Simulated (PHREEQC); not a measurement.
Dissolve 0.0017 mol/kgw Cs2SO4, 0.0099 mol/kgw MgSO4, 0.0012 mol/kgw H2SO4 and 0.28 mol/kgw Na2SO4 at 25 °C. Closed to the air; pH follows from the charge balance.

Computed with PHREEQC (ion-association model, wateq4f.dat).

### Question
The ionic strength comes out as 0.682 mol/kgw. What activity coefficients do NaSO4-, HSO4-, Mg+2, Na+, SO4-2 get?

### Answer
NaSO4- 0.67, HSO4- 0.65, Mg+2 0.29, Na+ 0.71, SO4-2 0.18.

This is a speciation only: nothing precipitates in the calculation.
